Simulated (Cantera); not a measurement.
A Cantera script and its output.

```python
import numpy as np
import cantera as ct

gas = ct.Solution("gri30.yaml")
gas.TPX = 425, 101325, {'CO': 1, 'H2': 0.033, 'CH4': 0.039, 'O2': 0.495, 'N2': 1.86}
flame = ct.FreeFlame(gas, width=0.04)
flame.set_refine_criteria(ratio=3, slope=0.08, curve=0.16)
flame.transport_model = "mixture-averaged"
flame.solve(loglevel=0, auto=True)
z, T = flame.grid, flame.T
thick = (T[-1] - T[0]) / np.gradient(T, z).max()
show = ['CO', 'H2', 'CH4', 'NO', 'H', 'C2H6']
print(f"laminar burning velocity  {flame.velocity[0] * 100:.3f} cm/s")
print(f"burnt temperature         {T[-1]:.1f} K")
print(f"thermal thickness         {thick * 1e3:.4f} mm")
print(f"grid points               {len(z)}")
z0 = z[flame.heat_release_rate.argmax()]
print(f"{'z/mm':>9s}{'T/K':>9s}{'u/(m/s)':>9s}" + "".join(f"{s:>11s}" for s in show))
rows = []
for k in (-3, -2, -1.5, -1, -0.5, -0.25, 0, 0.25, 0.5, 1, 2, 4, 8):
    zz = z0 + k * thick
    rows.append([k * thick, np.interp(zz, z, T), np.interp(zz, z, flame.velocity),
                 *(np.interp(zz, z, flame.X[gas.species_index(s)]) for s in show)])
    print(f"{rows[-1][0] * 1e3:9.3f}{rows[-1][1]:9.1f}{rows[-1][2]:9.3f}" + "".join(f"{x:11.3e}" for x in rows[-1][3:]))
```

It prints:

```
laminar burning velocity  100.657 cm/s
burnt temperature         2449.5 K
thermal thickness         0.5743 mm
grid points               149
     z/mm      T/K  u/(m/s)         CO         H2        CH4         NO          H       C2H6
   -1.723    425.0    1.007  2.918e-01  9.629e-03  1.138e-02  7.802e-15  1.416e-17  5.907e-15
   -1.149    425.0    1.007  2.918e-01  9.629e-03  1.138e-02  3.307e-13  1.809e-15  4.014e-13
   -0.861    425.0    1.007  2.918e-01  9.627e-03  1.138e-02  2.925e-12  2.473e-14  4.671e-12
   -0.574    425.3    1.007  2.918e-01  9.620e-03  1.138e-02  5.966e-11  2.591e-12  1.612e-10
   -0.287    453.9    1.075  2.909e-01  9.586e-03  1.123e-02  9.660e-09  7.512e-07  6.776e-08
   -0.144    731.0    1.725  2.783e-01  9.376e-03  9.297e-03  3.166e-07  6.073e-04  1.810e-06
    0.000   1212.3    2.821  2.430e-01  7.199e-03  2.391e-03  2.432e-06  5.605e-03  5.767e-07
    0.144   1495.1    3.409  1.954e-01  3.743e-03  3.870e-05  8.644e-06  1.142e-02  1.451e-10
    0.287   1647.7    3.695  1.627e-01  3.223e-03  1.220e-07  1.733e-05  1.376e-02  2.772e-15
    0.574   1811.6    3.998  1.390e-01  3.542e-03  8.295e-12  3.314e-05  1.256e-02  3.299e-22
    1.149   1967.0    4.295  1.288e-01  3.418e-03  3.585e-16  5.492e-05  8.373e-03 -2.166e-28
    2.297   2111.6    4.564  1.185e-01  2.993e-03  6.742e-17  8.873e-05  5.008e-03 -3.718e-29
    4.594   2235.8    4.788  1.071e-01  2.543e-03  2.745e-17  1.594e-04  2.974e-03 -8.631e-30
```

Detailed kinetics in Cantera: GRI-Mech 3.0 (53 species, 325 reactions). Burning velocities carry a grid error of a few per cent, more on coarse grids.
